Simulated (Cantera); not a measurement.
Feed: 1 mol SiCl4, 1.7 mol Cl2, 14 mol H2, equilibrated at 675 K and 1.70 bar.

Method: chemical equilibrium by Gibbs-energy minimisation in Cantera with the NASA 1993 tables (ideal gas, pure condensed phases). Candidate condensed phases: Si; 19 gas species. The numbers say what is thermodynamically allowed, not how fast it happens.

Base state: H2 0.736, HCl 0.204, SiCl4 0.0599, SiHCl3 2.84e-5 (mole fractions); condensed: gas only.

Q: What changes in the equilibrium state with this change: Cl2 from 1.7 to 0.82 mol?

A: 
```csv
species,before,after
H2,0.736,0.833
HCl,0.204,0.104
SiCl4,0.0599,0.0631
SiHCl3,2.84e-5,6.65e-5
```

Q: What changes in the equilibrium state with this change: temperature from 675 K to 1248.15 K?

A: 
```
species   before     after
-------  -------  --------
H2         0.736     0.729
HCl        0.204     0.212
SiCl4     0.0599    0.0519
SiCl3      <1e-9   0.00126
SiCl2      <1e-9  0.000219
SiH2Cl2    <1e-9  0.000104
SiHCl3   2.84e-5   0.00630
```
The tables' values for SiCl3 are old estimates; treat these amounts as uncertain.
